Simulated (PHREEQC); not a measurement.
Model water analysis in mg/L, 90 °C, pH 3.66, pe 9.7:

```json
[
 {"constituent": "Na", "mg/L": "37.1"},
 {"constituent": "K", "mg/L": "1.55"},
 {"constituent": "Ca", "mg/L": "44.5"},
 {"constituent": "Mg", "mg/L": "20.3"},
 {"constituent": "Cl", "mg/L": "13.2"},
 {"constituent": "S(6) as SO4", "mg/L": "271"},
 {"constituent": "Pb", "mg/L": "3.66"},
 {"constituent": "Zn", "mg/L": "1.04"},
 {"constituent": "B", "mg/L": "0.00923"},
 {"constituent": "O(0) (dissolved oxygen)", "mg/L": "1.88"}
]
```

Valence states are taken as typed.

Model: ion-association model, phreeqc.dat, run in PHREEQC.

This is a speciation only: nothing precipitates in the calculation.

Order these S species by the share of S that they hold, largest first: MgSO4, HSO4-, CaSO4, NaSO4-, SO4-2.

SO4-2 (72 %), MgSO4 (13 %), CaSO4 (7.4 %), HSO4- (6.1 %), NaSO4- (0.53 %)

Order these Pb species by the share of Pb that they hold, largest first: PbCl+, PbSO4, Pb(SO4)2-2, Pb+2.

Pb+2 (65 %), PbSO4 (32 %), PbCl+ (2.4 %), Pb(SO4)2-2 (0.34 %)

The pH is 3.66 and the ionic strength 0.00806 mol/kgw. Constants without temperature data keep their 25 °C values here.
